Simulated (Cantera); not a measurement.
## NO annealing gas

An isothermal, constant-pressure homogeneous reactor starts with NO : N₂ = 1 : 1.1 (molar parts), at 2098 K and 0.770 atm.

Cantera simulation using GRI-Mech 3.0 (53 species, 325 reactions); the numbers are that mechanism's predictions, not measurements.

```
t (s)       x NO     x NO₂       x O   x N₂      x O₂     x N₂O
--------  ------  --------  --------  -----  --------  --------
0.000700   0.475  0.000113  0.000149  0.524  0.000153  0.000103
0.00132    0.475  0.000128  0.000167  0.524  0.000465  0.000110
0.00249    0.473  0.000132  0.000172  0.525   0.00109  0.000110
0.00469    0.471  0.000139  0.000180  0.526   0.00228  0.000109
0.00883    0.467  0.000150  0.000195  0.528   0.00453  0.000106
0.0167     0.458  0.000168  0.000219  0.533   0.00879  0.000102
0.0314     0.442  0.000195  0.000259  0.541    0.0168   9.37e-5
0.0592     0.412  0.000228  0.000320  0.556    0.0318   8.02e-5
0.112      0.359  0.000256  0.000406  0.582    0.0583   5.96e-5
0.210      0.275  0.000251  0.000512  0.624     0.100   3.42e-5
0.396      0.168  0.000188  0.000621  0.678     0.154   1.27e-5
0.747     0.0749   9.52e-5  0.000702  0.724     0.200   2.82e-6
1.41      0.0272   3.65e-5  0.000740  0.748     0.224   7.53e-7
2.65      0.0128   1.75e-5  0.000751  0.755     0.231   5.19e-7
5.00      0.0104   1.42e-5  0.000753  0.756     0.232   4.96e-7
```
x: mole fraction; the columns are a selection and need not sum to one.

Equilibrium at this temperature and pressure: NO 0.0102, NO₂ 1.40e-5, O 0.000753, N₂ 0.756, O₂ 0.232, N₂O 4.95e-7 (gas phase only).
